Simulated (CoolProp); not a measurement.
Vapour-liquid equilibrium of ethylene (1) + 1-butene (2) at 0.476 bar; x and y are mole fractions of (1).

The numbers come from the multi-fluid Helmholtz-energy mixture model, Smukala 2000 and Lemmon 2005; pair parameters Bell 2016 in CoolProp.

```json
[
 {"x": "0.05", "bubble temperature, mixture model (°C)": "?", "bubble temperature, Raoult's law (°C)": "-58.1", "y, mixture model": "0.841", "y, Raoult's law": "0.849"},
 {"x": "0.15", "bubble temperature, mixture model (°C)": "?", "bubble temperature, Raoult's law (°C)": "-82.1", "y, mixture model": "?", "y, Raoult's law": "0.977"},
 {"x": "0.25", "bubble temperature, mixture model (°C)": "?", "bubble temperature, Raoult's law (°C)": "-92.4", "y, mixture model": "0.992", "y, Raoult's law": "0.992"},
 {"x": "0.35", "bubble temperature, mixture model (°C)": "?", "bubble temperature, Raoult's law (°C)": "-98.7", "y, mixture model": "0.996", "y, Raoult's law": "0.996"},
 {"x": "0.45", "bubble temperature, mixture model (°C)": "?", "bubble temperature, Raoult's law (°C)": "-103.1", "y, mixture model": "0.998", "y, Raoult's law": "0.998"},
 {"x": "0.55", "bubble temperature, mixture model (°C)": "-106.9", "bubble temperature, Raoult's law (°C)": "-106.4", "y, mixture model": "0.999", "y, Raoult's law": "0.999"},
 {"x": "0.65", "bubble temperature, mixture model (°C)": "?", "bubble temperature, Raoult's law (°C)": "-109.1", "y, mixture model": "0.999", "y, Raoult's law": "0.999"},
 {"x": "0.75", "bubble temperature, mixture model (°C)": "?", "bubble temperature, Raoult's law (°C)": "-111.3", "y, mixture model": "1.000", "y, Raoult's law": "1.000"},
 {"x": "0.85", "bubble temperature, mixture model (°C)": "-113.3", "bubble temperature, Raoult's law (°C)": "-113.2", "y, mixture model": "1.000", "y, Raoult's law": "1.000"},
 {"x": "0.95", "bubble temperature, mixture model (°C)": "-114.9", "bubble temperature, Raoult's law (°C)": "-114.9", "y, mixture model": "1.000", "y, Raoult's law": "1.000"}
]
```

Some entries are withheld; supply them.


- 0.05, bubble temperature, mixture model (°C): -57.6
- 0.15, bubble temperature, mixture model (°C): -82.9
- 0.15, y, mixture model: 0.978
- 0.25, bubble temperature, mixture model (°C): -93.3
- 0.35, bubble temperature, mixture model (°C): -99.4
- 0.45, bubble temperature, mixture model (°C): -103.7
- 0.65, bubble temperature, mixture model (°C): -109.4
- 0.75, bubble temperature, mixture model (°C): -111.5

The largest gap from Raoult's law is -0.9 K in bubble temperature, at x = 0.25. No azeotrope shows between x = 0.05 and 0.95.

The pair parameters rest on a limited set of measurements; away from them the model extrapolates. The gap from Raoult's law changes sign with composition, which may be real or a fault of the pair parameters; it wasn't checked against measurements.
